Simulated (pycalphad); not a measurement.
# Freezing of Al-Si-Mn alloys with rising Si

Source of the numbers: pycalphad with the COST 507 light-alloy database (1999); pressure 1 atm. These are 1990s assessments: newer ones move some temperatures and phases. Amounts are mole fractions of atoms.

Scheil-Gulliver runs (no diffusion in the solid, steps of 4 K) beside full equilibrium.

```csv
alloy,liquidus (K),"Scheil, half solid (K)","Scheil, 80 % solid (K)","Scheil, invariant end (K)",liquid left at that end,equilibrium solidus (K)
Al-10.96Si-1.23Mn (at.%),955,at the invariant end,at the invariant end,849,0.82,849
Al-16.44Si-1.23Mn (at.%),933,at the invariant end,at the invariant end,849,0.89,849
Al-21.92Si-1.23Mn (at.%),[?],at the invariant end,at the invariant end,[?],[?],849
```

Q: Some entries are withheld; supply them.

A: 
- Al-21.92Si-1.23Mn (at.%), liquidus (K): 986
- Al-21.92Si-1.23Mn (at.%), Scheil, invariant end (K): 850
- Al-21.92Si-1.23Mn (at.%), liquid left at that end: 0.83
